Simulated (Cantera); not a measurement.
Feed: 1 mol V, 2.8 mol N₂O, 150 mol H₂, at 1.10 mbar.

Equilibrium computed with Cantera from the NASA thermochemical tables; the gas is ideal and each condensed phase is pure. Candidate condensed phases: H₂O, V, VN, VO, V₂O₃, V₂O₄, V₂O₅; 28 gas species. Equilibrium is a limit: real reactors are often held back by kinetics, nucleation or transport. All values below are at 2648 K.

Base state: H 0.716, H₂ 0.261, N₂ 0.0116, O 0.00297, H₂O 0.00252, VO 0.00226, OH 0.00169, VO₂ 0.00106 (mole fractions); condensed: gas only.

Task: What changes in the equilibrium state with this change: H₂ from 150 to 82 mol?

Result: 
| species | before | after |
|---|---|---|
| H | 0.716 | 0.706 |
| H₂ | 0.261 | 0.254 |
| N₂ | 0.0116 | 0.0209 |
| VO | 0.00226 | 0.00376 |
| VO₂ | 0.00106 | 0.00284 |
| O₂ | 1.17e-5 | 2.99e-5 |
| NO | 2.66e-5 | 5.70e-5 |
| O | 0.00297 | 0.00476 |

Task: What changes in the equilibrium state with this change: V replaced by Cr?

Result: 
```tsv
species	before	after
H	0.716	0.714
H₂	0.261	0.259
N₂	0.0116	0.0116
Cr	0	0.00407
VO	0.00226	0
VO₂	0.00106	0
V	0.000829	0
CrO	0	7.21e-5
```
Further candidate phases: Cr, CrN, Cr₂N, Cr₂O₃.
